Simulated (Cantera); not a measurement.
## Adiabatic ignition

An adiabatic, constant-pressure homogeneous reactor starts with H2 : O2 : N2 = 1 : 0.25 : 2.54 (molar parts), equivalence ratio 2.0, at 1150 K and 5.00 bar.

Cantera simulation using the H2/O2 subset of GRI-Mech 3.0, which has no nitrogen chemistry; the numbers are that mechanism's predictions, not measurements. The hydrogen kinetics of GRI-Mech 3.0 are dated; newer H2 mechanisms differ, most at raised pressure.

| t (s) | T (K) | x H2 | x O2 | x OH | x H2O | x HO2 | x H |
|---|---|---|---|---|---|---|---|
| 1.00e-6 | 1150 | 0.264 | 0.0660 | 5.99e-11 | 7.60e-10 | 3.09e-9 | 2.01e-9 |
| 3.62e-6 | 1150 | 0.264 | 0.0660 | 2.58e-10 | 1.21e-8 | 1.97e-8 | 7.97e-9 |
| 1.31e-5 | 1150 | 0.264 | 0.0660 | 1.54e-9 | 2.23e-7 | 2.32e-7 | 4.62e-8 |
| 4.73e-5 | 1150 | 0.264 | 0.0659 | 9.71e-8 | 2.13e-5 | 1.65e-5 | 2.60e-6 |
| 0.000171 | 2085 | 0.139 | 3.51e-6 | 0.000414 | 0.141 | 1.17e-8 | 0.00354 |
| 0.000618 | 2104 | 0.141 | 1.74e-7 | 9.62e-5 | 0.141 | 3.12e-10 | 0.000802 |
| 0.00224 | 2106 | 0.141 | 7.76e-8 | 6.57e-5 | 0.141 | 1.13e-10 | 0.000547 |
| 0.00809 | 2106 | 0.141 | 7.71e-8 | 6.56e-5 | 0.141 | 1.13e-10 | 0.000546 |
| 0.0292 | 2106 | 0.141 | 7.71e-8 | 6.56e-5 | 0.141 | 1.13e-10 | 0.000546 |
| 0.106 | 2106 | 0.141 | 7.71e-8 | 6.56e-5 | 0.141 | 1.13e-10 | 0.000546 |
| 0.382 | 2106 | 0.141 | 7.71e-8 | 6.56e-5 | 0.141 | 1.13e-10 | 0.000546 |
| 1.38 | 2106 | 0.141 | 7.71e-8 | 6.56e-5 | 0.141 | 1.13e-10 | 0.000546 |
| 5.00 | 2106 | 0.141 | 7.71e-8 | 6.56e-5 | 0.141 | 1.13e-10 | 0.000546 |
x: mole fraction; the columns are a selection and need not sum to one.

```
Quantity                                                            Result
---------------------------------  ---------------------------------------
time of steepest temperature rise                                  78.5 µs
temperature at 5.00 s                                               2106 K
equilibrium temperature                                             2106 K
x(H2) at 5.00 s                        0.141 (gas-phase equilibrium 0.141)
x(O2) at 5.00 s                    7.71e-8 (gas-phase equilibrium 7.71e-8)
x(OH) at 5.00 s                    6.56e-5 (gas-phase equilibrium 6.56e-5)
```
